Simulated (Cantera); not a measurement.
Equilibrium for metals in furnace atmospheres: Fe + CO + H2

Input: 1 mol Fe, 9.7 mol CO, 170 mol H2, held at 0.930 bar.

Method: chemical equilibrium by Gibbs-energy minimisation in Cantera with the NASA 1993 tables (ideal gas, pure condensed phases). Candidate condensed phases: C, C6H6, C7H8, C8H18, Fe, Fe(CO)5, FeO, Fe(OH)2, Fe(OH)3, Fe2O3, Fe3O4, H2O; 114 gas species. Rates play no part.

```
T (K)   x H2     x CH4     x H2O     x CO       x H  n Fe(α)  n Fe(γ)  n Fe(δ)  n Fe(l)
-----  -----  --------  --------  -------  --------  -------  -------  -------  -------
773    0.879    0.0604    0.0604  6.15e-5    <1e-12     1.00        0        0        0
873    0.884    0.0568    0.0563  0.00281  4.56e-11     1.00        0        0        0
973    0.909    0.0344    0.0331   0.0220   1.07e-9     1.00        0        0        0
1073   0.932    0.0135    0.0128   0.0414   1.40e-8     1.00        0        0        0
1173   0.941   0.00505   0.00485   0.0493   1.19e-7     1.00        0        0        0
1273   0.944   0.00209   0.00202   0.0520   7.18e-7        0     1.00        0        0
1373   0.945  0.000968  0.000943   0.0531   3.36e-6        0    1.000        0        0
1473   0.945  0.000496  0.000485   0.0535   1.28e-5        0    1.000        0        0
1573   0.946  0.000276  0.000272   0.0537   4.10e-5        0    1.000        0        0
1673   0.946  0.000164  0.000164   0.0538  0.000115        0        0    0.999        0
1773   0.946  0.000102  0.000107   0.0539  0.000287        0        0    0.996        0
1873   0.945   6.49e-5   7.45e-5   0.0539  0.000651        0        0        0    0.985
1973   0.944   4.14e-5   5.65e-5   0.0539   0.00136        0        0        0    0.948
```
x: gas mole fraction; n: condensed amount in mol.

From 773 K to 1173 K the condensed part is Fe(α). From 1273 K to 1573 K the condensed part is Fe(γ). From 1673 K to 1773 K the condensed part is Fe(δ). From 1873 K to 1973 K the condensed part is Fe(l).
